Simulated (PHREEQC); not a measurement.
1 kg of water holding 0.02 mol/kgw KCl meets 20 L of dry gas (CO2 0.57, N2 0.43 by moles) at fixed total pressure, at 40 °C; fugacities by Peng-Robinson. The gases take part in no redox reaction, some water evaporates into the gas, and hydrates or a liquid gas phase aren't modelled. Precipitation was switched off in this run.

The numbers come from PHREEQC with the ion-association model, phreeqc.dat.

Q: Predict dissolved CO2 (all carbonate carbon) (mol/kgw) at P (atm) = 10, 20, 100.

A: 
| P (atm) | dissolved CO2 (all carbonate carbon) (mol/kgw) |
|---|---|
| 10 | 0.126 |
| 20 | 0.240 |
| 100 | 0.774 |

Species that the database lacks are ignored. Constants without temperature data keep their 25 °C values here.
